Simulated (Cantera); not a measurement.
A Cantera script and its output.

```python
import numpy as np
import cantera as ct

gas = ct.Solution("gri30.yaml")
gas.TPX = 425, 500000, {'H2': 1, 'O2': 0.5, 'N2': 3.95, 'NO': 0.024}
inlet = ct.Reservoir(gas, clone=True)
gas.equilibrate("HP")  # start burning
reactor = ct.IdealGasConstPressureReactor(gas, energy="on", clone=False)
exhaust = ct.Reservoir(gas, clone=True)
tau = [0.071, 0.039, 0.022, 0.012, 0.0066, 0.0036, 0.002, 0.0011, 0.00062, 0.00034, 0.00019, 0.0001, 5.7e-05][0]
for a, b in ((inlet, reactor), (reactor, exhaust)):
    ct.MassFlowController(a, b, mdot=lambda t: reactor.mass / tau)
net = ct.ReactorNet([reactor])
show = ['H2', 'O2', 'NO', 'OH', 'N2', 'H2O']

rows = []
print(f"{'tau/s':>10s}{'T/K':>9s}" + "".join(f"{s:>11s}" for s in show))
for tau in [0.071, 0.039, 0.022, 0.012, 0.0066, 0.0036, 0.002, 0.0011, 0.00062, 0.00034, 0.00019, 0.0001, 5.7e-05]:
    net.initial_time = 0.0
    net.advance(30 * tau)
    before = gas.X
    net.advance(40 * tau)
    drift = np.max(np.abs(gas.X - before) / (gas.X + 1e-9))
    rows.append([gas.T, *gas[show].X, drift])
    print(f"{tau:10.3e}{gas.T:9.1f}" + "".join(f"{x:11.3e}" for x in gas[show].X))
```

It prints:

```
     tau/s      T/K         H2         O2         NO         OH         N2        H2O
 7.100e-02   1815.9  1.462e-03  1.405e-03  3.233e-03  4.942e-04  7.942e-01  1.991e-01
 3.900e-02   1812.4  1.887e-03  1.590e-03  3.249e-03  5.827e-04  7.940e-01  1.986e-01
 2.200e-02   1808.1  2.394e-03  1.805e-03  3.285e-03  6.830e-04  7.937e-01  1.980e-01
 1.200e-02   1802.4  3.061e-03  2.082e-03  3.351e-03  8.088e-04  7.934e-01  1.971e-01
 6.600e-03   1795.2  3.875e-03  2.418e-03  3.446e-03  9.560e-04  7.929e-01  1.961e-01
 3.600e-03   1786.0  4.887e-03  2.837e-03  3.570e-03  1.132e-03  7.923e-01  1.948e-01
 2.000e-03   1774.7  6.078e-03  3.341e-03  3.713e-03  1.333e-03  7.916e-01  1.932e-01
 1.100e-03   1760.4  7.533e-03  3.977e-03  3.871e-03  1.567e-03  7.906e-01  1.912e-01
 6.200e-04   1743.1  9.198e-03  4.736e-03  4.024e-03  1.818e-03  7.895e-01  1.890e-01
 3.400e-04   1720.5  1.127e-02  5.731e-03  4.175e-03  2.098e-03  7.881e-01  1.861e-01
 1.900e-04   1693.0  1.368e-02  6.945e-03  4.303e-03  2.366e-03  7.864e-01  1.826e-01
 1.000e-04   1654.5  1.695e-02  8.677e-03  4.416e-03  2.619e-03  7.841e-01  1.780e-01
 5.700e-05   1611.5  2.063e-02  1.070e-02  4.490e-03  2.751e-03  7.815e-01  1.728e-01
```

Model: GRI-Mech 3.0 (53 species, 325 reactions), integrated in Cantera. The hydrogen kinetics of GRI-Mech 3.0 are dated; newer H2 mechanisms differ, most at raised pressure. The mechanism lacks 2 NO + O2 → 2 NO2 and HONO, so NO2 and the effect of NO are under-described below about 1400 K.
